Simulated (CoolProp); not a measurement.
The numbers come from the reference Helmholtz-energy equation of state, Lemmon 2006 in CoolProp. It is a short technical equation, of lower accuracy than the large ones.

### Question
For C3F8 (R218), give the phase and the Z, cp (kJ/(kg K)), cv (kJ/(kg K)), isothermal compressibility (1/MPa) at -75.65 °C and 5.81 MPa; 28.25 °C and 5.81 MPa.

### Answer
- -75.65 °C and 5.81 MPa: liquid; Z 0.376, cp 0.890, cv 0.617, isothermal compressibility 0.00147
- 28.25 °C and 5.81 MPa: liquid; Z 0.317, cp 1.11, cv 0.793, isothermal compressibility 0.00819
